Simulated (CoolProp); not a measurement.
Properties of R245ca at several states (Tc = 447.6 K, pc = 3941 kPa, ω = 0.355).

Computed with CoolProp (reference Helmholtz-energy equation of state, Zhou 2016).

```csv
T (K),p (kPa),phase,cp (kJ/(kg K)),cv (kJ/(kg K)),speed of sound (m/s),isothermal compressibility (1/MPa),expansivity (1/kK)
426.1,69.7,gas,1.132,1.068,166.1,14.46,2.408
404.3,57.1,gas,1.098,1.033,162.0,17.64,2.537
285.1,10000,liquid,1.345,0.9867,839.5,0.001343,1.559
273.2,185,liquid,1.346,0.9678,843.0,0.001351,1.646
206.8,244,liquid,1.322,0.9403,1134,0.0006833,1.422
```
